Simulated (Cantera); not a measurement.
**Aluminium and copper etching: Al + Cl2 + N2 + H2O**

Feed: 1 mol Al, 3.5 mol Cl2, 1.9 mol N2, 0.0064 mol H2O, at 0.0195 Torr.

Cantera equilibrium calculation (NASA polynomials, part measured and part estimated; ideal gas, pure solids and liquids). Candidate condensed phases: Al, AlCl3, AlN, Al2O3, H2O, NH4Cl; 45 gas species. The tables' values for AlCl2 are old estimates; treat these amounts as uncertain. Condensed phases not in the tables: AlOCl. Rates play no part.

```csv
T (°C),log p Cl,log p Cl2,log p N2,log p AlCl3,n Al2O3(s)
552,-7.27,-4.98,-5.00,-5.28,0.00213
602,-6.83,-4.98,-5.00,-5.28,0.00213
652,-6.43,-4.99,-5.00,-5.28,0.00213
702,-6.08,-5.00,-5.00,-5.28,0.00213
752,-5.77,-5.03,-5.01,-5.29,0.00213
802,-5.50,-5.08,-5.02,-5.31,0.00213
852,-5.27,-5.17,-5.04,-5.33,0.00213
902,-5.09,-5.31,-5.07,-5.35,0.00213
952,-4.97,-5.51,-5.10,-5.38,0.00213
1002,-4.90,-5.78,-5.12,-5.40,0.00213
1052,-4.86,-6.09,-5.13,-5.41,0.00213
1102,-4.84,-6.41,-5.14,-5.42,0.00213
1152,-4.83,-6.73,-5.14,-5.42,0.00213
1202,-4.83,-7.04,-5.14,-5.43,0.00211
```
log p: log10 of the partial pressure in bar; n: condensed amount in mol.

From 552 °C to 1202 °C the condensed part is Al2O3(s). The main Al-bearing gas is AlCl3 throughout.
